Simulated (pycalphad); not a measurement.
Source of the numbers: pycalphad with the COST 507 light-alloy database (1999); pressure 1 atm. These are 1990s assessments: newer ones move some temperatures and phases. Phase fractions are per mole of atoms.

**Question.** Give the equilibrium state of Si-6.161Cu (wt.%) at 970 K.

**Answer.** diamond (Si), fraction 0.963, with no Cu wt.%; CU19SI6_ETA, fraction 0.037, with 87.8 Cu wt.%.

**Question.** Give the equilibrium state of Si-6.161Cu (wt.%) at 1130 K.

**Answer.** diamond (Si), fraction 0.958, with no Cu wt.%; liquid, fraction 0.042, with 81.9 Cu wt.%.

Database names, with the compositions (at.%) that they take in these runs: CU19SI6_ETA: Cu 76 Si 24. An entry "none" or "no" means that the model of the phase leaves that element out.
